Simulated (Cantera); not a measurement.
Charge: 1 mol Ta(OEt)₅, 0.091 mol O₂, held at 2723.15 K and 0.143 Torr.

Method: chemical equilibrium by Gibbs-energy minimisation in Cantera with the NASA 1993 tables (ideal gas, pure condensed phases). Candidate condensed phases: C, C₆H₆, C₇H₈, C₈H₁₈, H₂O, Ta, TaC, Ta₂O₅; 113 gas species. The feed counts by its element totals alone. TaC: taken at fixed stoichiometry. Condensed phases not in the tables: Ta₂C. Kinetics and transport are ignored.

Base state: H 0.753, CO 0.168, C₃ 0.0332, H₂ 0.0280, C 0.0118, C₂ 0.00395, C₂H 0.00139, C₂H₂ (acetylene) 0.000469 (mole fractions); condensed: TaC(s).

Problem. What changes in the equilibrium state with this change: temperature from 2723.15 K to 875 K?

Solution. 
```
species             before     after
----------------  --------  --------
H₂                  0.0280     0.823
CO                   0.168     0.176
H₂O                  <1e-9  0.000113
H                    0.753   3.30e-9
C₃                  0.0332     <1e-9
C                   0.0118     <1e-9
C₂                 0.00395     <1e-9
C₂H                0.00139     <1e-9
C₂H₂ (acetylene)  0.000469     <1e-9
TaC(s), mol          1.000         0
C(graphite), mol         0      7.32
Ta₂O₅(s), mol            0     0.500
```

Problem. What changes in the equilibrium state with this change: Ta(OEt)₅ replaced by V?

Solution. 
| species | before | after |
|---|---|---|
| V | 0 | 0.825 |
| VO | 0 | 0.166 |
| VO₂ | 0 | 0.00615 |
| H | 0.753 | 0 |
| CO | 0.168 | 0 |
| C₃ | 0.0332 | 0 |
| H₂ | 0.0280 | 0 |
| C | 0.0118 | 0 |
| C₂ | 0.00395 | 0 |
| O | 1.95e-9 | 0.00291 |
| C₂H | 0.00139 | 0 |
| C₂H₂ (acetylene) | 0.000469 | 0 |
| C₅ | 0.000157 | 0 |
| TaC(s), mol | 1.000 | 0 |
Further candidate phases: V, VO, V₂O₃, V₂O₄, V₂O₅.
